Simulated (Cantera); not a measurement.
Mixture: C₃H₈ : O₂ : N₂ = 1 : 3.33 : 17.3 (molar parts), equivalence ratio 1.5, at 1.20 bar, adiabatic and at constant pressure. Ignition delay is the time to a rise of 400 K.

Cantera simulation using GRI-Mech 3.0 (53 species, 325 reactions); the numbers are that mechanism's predictions, not measurements. GRI-Mech 3.0 was tuned for natural gas; its chemistry of propane as a main component is partial and can be far from experiment.

Problem. What does this change do: constant volume in place of constant pressure?

Solution. 
```csv
quantity,before,after
delay at 1050 K,0.204 s,0.196 s
delay at 1150 K,20.6 ms,19.3 ms
delay at 1250 K,2.73 ms,2.52 ms
delay at 1350 K,0.532 ms,0.484 ms
delay at 1450 K,0.150 ms,0.135 ms
delay at 1550 K,58.4 µs,51.4 µs
apparent activation energy between 1350 and 1550 K,190 kJ/mol,200 kJ/mol
```

Problem. What does this change do: pressure from 1.20 bar to 1.00 bar?

Solution. 
```json
[
 {"quantity": "delay at 1050 K", "before": "0.204 s", "after": "0.228 s"},
 {"quantity": "delay at 1150 K", "before": "20.6 ms", "after": "22.5 ms"},
 {"quantity": "delay at 1250 K", "before": "2.73 ms", "after": "2.98 ms"},
 {"quantity": "delay at 1350 K", "before": "0.532 ms", "after": "0.584 ms"},
 {"quantity": "delay at 1450 K", "before": "0.150 ms", "after": "0.167 ms"},
 {"quantity": "delay at 1550 K", "before": "58.4 µs", "after": "66.0 µs"},
 {"quantity": "apparent activation energy between 1350 and 1550 K", "before": "190 kJ/mol", "after": "190 kJ/mol"}
]
```
